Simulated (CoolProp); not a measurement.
Vapour-liquid equilibrium of R1234yf (1) + R1234ze(E) (2) at 14.4 bar; x and y are mole fractions of (1).

Model: multi-fluid Helmholtz-energy mixture model, Lemmon 2022 and Thol 2016; pair parameters Bell 2022, in CoolProp.

Problem. Give the bubble temperature and the first vapour's composition at x = 0.35, 0.5, 0.95. Is there an azeotrope?

Solution. x = 0.35: 60.8 °C, y = 0.390; x = 0.5: 59.2 °C, y = 0.540; x = 0.95: 54.7 °C, y = 0.957. No azeotrope shows between x = 0.05 and 0.95.

The pair parameters rest on a limited set of measurements; away from them the model extrapolates.
